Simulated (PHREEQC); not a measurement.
## Brine

Solution (35 °C): 0.25 mol Na2SO4, 0.012 mol NaHCO3 and 1.2 mol KBr per kg of water. Closed to the air; pH follows from the charge balance.

All values are PHREEQC results (Pitzer model, pitzer.dat), not measurements.

```json
{
  "pH": "7.71",
  "ionic_strength": "1.96 mol/kgw",
  "activity_of_water": "0.952",
  "density": "1.117 g/cm³",
  "osmotic_coefficient": "0.869",
  "total_alkalinity": "12.0 meq/kg"
}
```

| species | molality | activity | log γ |
|---|---|---|---|
| Br- | 1.20 | 0.721 | -0.221 |
| K+ | 1.20 | 0.658 | -0.261 |
| Na+ | 0.512 | 0.317 | -0.208 |
| SO4-2 | 0.250 | 0.0112 | -1.348 |
| HCO3- | 0.0116 | 0.00581 | -0.301 |
| CO2 | 0.000186 | 0.000237 | 0.106 |
| CO3-2 | 0.000184 | 1.63e-5 | -1.053 |
| OH- | 1.73e-6 | 1.02e-6 | -0.228 |
| HSO4- | 5.84e-8 | 2.76e-8 | -0.326 |
| H+ | 2.39e-8 | 1.95e-8 | -0.089 |

Precipitation was switched off in this run. Species that the database lacks are ignored. In brines, pH and single-ion activities rest on the MacInnes convention.
